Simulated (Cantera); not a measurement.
A Cantera script and what it prints.

```python
import numpy as np
import cantera as ct

gas_names = [...]  # 45 gases of nasa_gas.yaml made of Cu, F, H, N, O
cond_names = """
    Cu(cr) Cu(L) CuF2(s) CuF2(L) CuO(s) CuO2H2(s) Cu2O(s) Cu2O(L) H2O(s) H2O(L)
""".split()


# ... load() reads the species with a 1 bar reference pressure and builds the phases ...
atoms = {
    'CuF2': {'Cu': 1, 'F': 2},
    'H2O': {'H': 2, 'O': 1},
    'N2': {'N': 2},
}
top_T = {'CuO(s)': 1390}  # K; cautious upper limits of use, not melting points


# ... equilibrate(T, P, feed) seeds the gas with the atoms and calls Mixture.equilibrate('TP', solver="vcs", rtol=1e-11, max_steps=5000) ...
results = []
feed = {'CuF2': 1, 'H2O': 0.075, 'N2': 0.64}  # mol
T = 2050  # K
P = 13000  # Pa
mix = equilibrate(T, P, feed)
results.append((T, P, feed, dict(zip(mix.species_names, mix.species_moles))))
x = sorted(zip(gas.X, gas.species_names), reverse=True)
print(f"T = {T:g} K  P = {P:g} Pa  gas = {mix.phase_moles(0):.4g} mol")
print("   x: " + "  ".join(f"{s} {v:.3e}" for v, s in x if v > 0.001))
print("   condensed (mol): " + ("  ".join(f"{mix.phase(i).name} {mix.phase_moles(i):.4g}"
      for i in range(1, mix.n_phases) if mix.phase_moles(i) > 1e-12) or "none"))
```

It prints:

```
T = 2050 K  P = 13000 Pa  gas = 2.042 mol
   x: N2 3.126e-01  CuF2 3.113e-01  CuF 1.783e-01  F 1.050e-01  HF 7.345e-02  O2 1.739e-02  NO 1.587e-03
   condensed (mol): none
```

These are equilibrium values from Cantera (NASA tables, ideal gas, pure condensed phases), not measurements of a reactor.
